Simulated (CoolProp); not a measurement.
A single-stage vapour-compression cycle with the fluid: evaporating at 267.15 K (dew point), condensing at 321.15 K (bubble point), superheat 8 K, subcooling 2 K, compressor efficiency 0.6, no pressure losses. The same conditions are run with several fluids, on thermodynamics alone (safety and materials aside).

Model: reference Helmholtz-energy equation of state of each fluid (sulfur dioxide: Gao 2016; n-perfluoropentane: Gao 2022; vinyl chloride: Thol 2022; n-pentane: Thol 2019; carbonyl sulfide: Lemmon 2006; propane: Lemmon 2009), in CoolProp.

### Question
Rank sulfur dioxide, n-perfluoropentane, vinyl chloride, n-pentane, carbonyl sulfide, propane by cooling COP, highest first.

### Answer
vinyl chloride (2.48), n-pentane (2.43), sulfur dioxide (2.41), carbonyl sulfide (2.30), propane (2.20), n-perfluoropentane (1.93)

```
fluid               pressure ratio  discharge temperature (K)  refrigerating effect (kJ/kg)  volumetric capacity (kJ/m³)
------------------  --------------  -------------------------  ----------------------------  ---------------------------
sulfur dioxide                6.58                      476.8                           319                         1110
n-perfluoropentane            8.54                      321.1                          52.4                          151
vinyl chloride                5.37                      400.7                           276                         1080
n-pentane                     8.10                      345.4                           282                          166
carbonyl sulfide              4.02                      411.7                           211                         3270
propane                       4.17                      355.2                           257                         2130
```

The compression ends wet for: n-perfluoropentane.
